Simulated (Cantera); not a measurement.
Equilibrium for carbon deposition, reforming and gasification: C + H2O + N2

A closed system holds: 1 mol C, 0.075 mol H2O, 11 mol N2, equilibrated at 2675 K and 0.0133 bar.

These are equilibrium values from Cantera (NASA tables, ideal gas, pure condensed phases), not measurements of a reactor. Candidate condensed phases: C, C6H6, C7H8, C8H18, H2O; 136 gas species. The numbers say what is thermodynamically allowed, not how fast it happens.

```json
{
 "x(N2)": "0.976",
 "x(H)": "0.00975",
 "x(CO)": "0.00668",
 "x(CN)": "0.00343",
 "x(HCN)": "0.00229",
 "x(H2)": "0.000475",
 "x(C3)": "0.000472",
 "x(HNC)": "0.000324",
 "x(C2N2)": "0.000202",
 "n(C(graphite))": "0.833 mol",
 "gas_amount": "11.23 mol"
}
```
